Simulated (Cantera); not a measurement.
A perfectly stirred reactor is fed with H2 : O2 : N2 = 0.69 : 1 : 20 (molar parts), equivalence ratio 0.34, at 49000 Pa; it is held at 1225 K, and followed from long to short residence time.

Model: GRI-Mech 3.0 (53 species, 325 reactions), integrated in Cantera.

x: mole fraction; the columns are a selection and need not sum to one.

```tsv
τ (s)	x H2	x O2	x O	x NO	x NO2
0.86	…	0.0307	2.77e-5	3.37e-7	1.96e-9
0.41	…	0.0307	4.56e-5	2.77e-7	1.19e-9
0.19	…	0.0307	7.62e-5	2.50e-7	7.53e-10
0.092	…	0.0307	0.000123	2.63e-7	5.43e-10
0.043	…	0.0307	0.000200	3.23e-7	4.38e-10
0.021	…	0.0307	0.000314	4.32e-7	3.89e-10
0.0097	…	0.0308	0.000503	6.21e-7	3.60e-10
```

**Question.** Fill in the missing entries.

**Answer.** 
- 0.86, x H2: 5.24e-5
- 0.41, x H2: 8.48e-5
- 0.19, x H2: 0.000139
- 0.092, x H2: 0.000219
- 0.043, x H2: 0.000351
- 0.021, x H2: 0.000542
- 0.0097, x H2: 0.000857
